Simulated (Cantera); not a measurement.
An adiabatic, constant-volume homogeneous reactor starts with CH₃OH : O₂ : N₂ = 1 : 3.33 : 12.5 (molar parts), equivalence ratio 0.45, at 1225 K and 960000 Pa. Integrator tolerance rtol = 1e-08.

Cantera simulation using GRI-Mech 3.0 (53 species, 325 reactions); the numbers are that mechanism's predictions, not measurements. GRI-Mech 3.0 was tuned for natural gas; its chemistry of methanol as a main component is partial and can be far from experiment.

What does this change do: pressure from 960000 Pa to 170000 Pa?


| quantity | before | after |
|---|---|---|
| time of steepest temperature rise | 1.19 ms | 4.66 ms |
| temperature at 0.800 s | 2430 K | 2403 K |
| equilibrium temperature | 2430 K | 2403 K |
| x(CH₃OH) at 0.800 s | <1e-12 (gas-phase equilibrium <1e-12) | <1e-12 (gas-phase equilibrium <1e-12) |
| x(O₂) at 0.800 s | 0.0978 (gas-phase equilibrium 0.0978) | 0.0979 (gas-phase equilibrium 0.0979) |
| x(C₂H₄) at 0.800 s | <1e-12 (gas-phase equilibrium <1e-12) | <1e-12 (gas-phase equilibrium <1e-12) |
| x(H₂O) at 0.800 s | 0.112 (gas-phase equilibrium 0.112) | 0.111 (gas-phase equilibrium 0.111) |
| x(CO) at 0.800 s | 0.00103 (gas-phase equilibrium 0.00103) | 0.00207 (gas-phase equilibrium 0.00207) |
